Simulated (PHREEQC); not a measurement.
Solution (25 °C): 0.11 mol/kgw HNO3 and 0.012 mol/kgw LiF. Closed to the air; pH follows from the charge balance.

All values are PHREEQC results (ion-association model, phreeqc.dat), not measurements.

Precipitation was switched off in this run.

### Question
What pH, density, specific conductance does the model give?

### Answer
pH 1.09; density 1.001 g/cm³; specific conductance 35300 µS/cm.

### Question
In which forms is F present?

### Answer
HF 99 %, F- 1.1 % of the F.
